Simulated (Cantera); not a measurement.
A Cantera script and its output.

```python
import numpy as np
import cantera as ct

gas = ct.Solution("gri30.yaml")
gas.TPX = 500, 500000, {'CO': 1, 'H2': 0.071, 'O2': 0.487, 'N2': 1.83, 'H2O': 0.54}
inlet = ct.Reservoir(gas, clone=True)
gas.equilibrate("HP")  # start burning
reactor = ct.IdealGasConstPressureReactor(gas, energy="on", clone=False)
exhaust = ct.Reservoir(gas, clone=True)
tau = [0.34, 0.13, 0.053, 0.021, 0.0084, 0.0034, 0.0013, 0.00053, 0.00021, 8.4e-05, 3.4e-05, 1.3e-05, 5.3e-06][0]
for a, b in ((inlet, reactor), (reactor, exhaust)):
    ct.MassFlowController(a, b, mdot=lambda t: reactor.mass / tau)
net = ct.ReactorNet([reactor])
show = ['CO', 'H2', 'O2', 'NO', 'CO2', 'NO2']

rows = []
print(f"{'tau/s':>10s}{'T/K':>9s}" + "".join(f"{s:>11s}" for s in show))
for tau in [0.34, 0.13, 0.053, 0.021, 0.0084, 0.0034, 0.0013, 0.00053, 0.00021, 8.4e-05, 3.4e-05, 1.3e-05, 5.3e-06]:
    net.initial_time = 0.0
    net.advance(30 * tau)
    before = gas.X
    net.advance(40 * tau)
    drift = np.max(np.abs(gas.X - before) / (gas.X + 1e-9))
    rows.append([gas.T, *gas[show].X, drift])
    print(f"{tau:10.3e}{gas.T:9.1f}" + "".join(f"{x:11.3e}" for x in gas[show].X))
```

Result:

```
     tau/s      T/K         CO         H2         O2         NO        CO2        NO2
 3.400e-01   2328.8  3.217e-02  3.774e-03  2.636e-03  1.433e-03  2.570e-01  3.867e-07
 1.300e-01   2327.4  3.236e-02  3.797e-03  2.780e-03  1.326e-03  2.568e-01  3.689e-07
 5.300e-02   2324.2  3.278e-02  3.850e-03  3.087e-03  1.129e-03  2.563e-01  3.338e-07
 2.100e-02   2316.6  3.376e-02  3.974e-03  3.732e-03  8.253e-04  2.551e-01  2.732e-07
 8.400e-03   2301.0  3.571e-02  4.228e-03  4.894e-03  5.190e-04  2.528e-01  2.031e-07
 3.400e-03   2273.8  3.904e-02  4.671e-03  6.753e-03  3.009e-04  2.488e-01  1.434e-07
 1.300e-03   2228.3  4.447e-02  5.407e-03  9.707e-03  1.620e-04  2.423e-01  9.468e-08
 5.300e-04   2167.6  5.149e-02  6.363e-03  1.351e-02  9.005e-05  2.338e-01  6.160e-08
 2.100e-04   2083.5  6.093e-02  7.572e-03  1.863e-02  5.155e-05  2.224e-01  4.029e-08
 8.400e-05   1972.9  7.339e-02  8.754e-03  2.533e-02  3.261e-05  2.074e-01  2.932e-08
 3.400e-05   1813.9  9.384e-02  9.047e-03  3.586e-02  1.897e-05  1.835e-01  2.204e-08
 1.300e-05    500.0  2.546e-01  1.808e-02  1.240e-01 -1.666e-20 -5.796e-16 -2.225e-20
 5.300e-06    500.0  2.546e-01  1.808e-02  1.240e-01 -1.324e-23 -3.841e-19 -1.769e-23
```

Cantera simulation using GRI-Mech 3.0 (53 species, 325 reactions); the numbers are that mechanism's predictions, not measurements. The hydrogen kinetics of GRI-Mech 3.0 are dated; newer H2 mechanisms differ, most at raised pressure.
